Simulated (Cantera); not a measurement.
An isothermal, constant-pressure homogeneous reactor starts with 7.23 % H₂, 60.2 % O₂, 32.5 % N₂, at 1298 K and 390 Pa.

Model: GRI-Mech 3.0 (53 species, 325 reactions), integrated in Cantera. Radical loss at walls, strong at low pressure, is not modelled. The temperature is held fixed by assumption; the heat of reaction is taken as removed at once.

x: mole fraction; the columns are a selection and need not sum to one.

```csv
t (s),x H₂,x O₂,x HO₂,x H,x H₂O,x OH
1.00e-5,0.0723,0.602,6.48e-10,6.29e-10,<1e-12,1.99e-11
2.39e-5,0.0723,0.602,1.55e-9,1.45e-9,6.63e-12,1.08e-10
5.72e-5,0.0723,0.602,3.71e-9,3.21e-9,8.34e-11,5.54e-10
0.000137,0.0723,0.602,8.87e-9,6.95e-9,9.55e-10,2.55e-9
0.000327,0.0723,0.602,2.12e-8,1.74e-8,1.01e-8,1.11e-8
0.000782,0.0723,0.602,5.07e-8,8.22e-8,1.24e-7,6.76e-8
0.00187,0.0723,0.602,[?],[?],[?],[?]
0.00447,0.0607,0.595,5.60e-7,0.00374,0.00827,0.00297
0.0107,0.00225,0.550,7.63e-7,0.0166,0.0589,0.00580
0.0256,0.00216,0.551,7.61e-7,0.0159,0.0594,0.00570
0.0612,0.00205,0.553,7.59e-7,0.0145,0.0605,0.00557
0.146,[?],0.558,7.51e-7,[?],0.0627,0.00526
0.350,0.00134,0.566,7.18e-7,0.00709,0.0664,0.00456
0.836,0.000688,0.577,6.04e-7,0.00246,0.0708,0.00329
2.00,0.000210,0.584,3.71e-7,0.000401,0.0735,0.00183
```

**Question.** Complete the blanks.

**Answer.** 
- 0.00187, x HO₂: 1.22e-7
- 0.00187, x H: 2.17e-6
- 0.00187, x H₂O: 4.68e-6
- 0.00187, x OH: 1.89e-6
- 0.146, x H₂: 0.00181
- 0.146, x H: 0.0117
